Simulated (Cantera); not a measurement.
A closed system holds: 1 mol SiH₄, 0.31 mol NH₃, held at 825 K and 6.40 Pa.

Method: chemical equilibrium by Gibbs-energy minimisation in Cantera with the NASA 1993 tables (ideal gas, pure condensed phases). Candidate condensed phases: Si, Si₃N₄; 18 gas species. The numbers say what is thermodynamically allowed, not how fast it happens.

Base state: H₂ 1.00 (mole fractions); condensed: Si(s) + Si₃N₄(s).

What changes in the equilibrium state with this change: SiH₄ replaced by Si₂Cl₆?


```csv
species,before,after
SiCl₄,0,0.744
H₂,1.00,0.221
HCl,0,0.0173
SiHCl₃,0,0.0118
SiCl₃,0,0.00355
SiCl₂,0,0.00149
SiH₂Cl₂,0,1.58e-5
"Si(s), mol",0.767,0.267
"Si₃N₄(s), mol",0.0775,0.0775
```
The feed counts by its element totals alone. The tables' values for SiCl₃ are old estimates; treat these amounts as uncertain. Further candidate phases: NH₄Cl.

What changes in the equilibrium state with this change: temperature from 825 K to 1375 K?


```json
[
 {"species": "H₂", "before": "1.00", "after": "0.949"},
 {"species": "N₂", "before": "<1e-9", "after": "0.0503"},
 {"species": "H", "before": "<1e-9", "after": "0.000417"},
 {"species": "Si(s), mol", "before": "0.767", "after": "0.963"},
 {"species": "Si₃N₄(s), mol", "before": "0.0775", "after": "0.0122"}
]
```
Mutual solubility and eutectic melting of coexisting phases are not modelled.
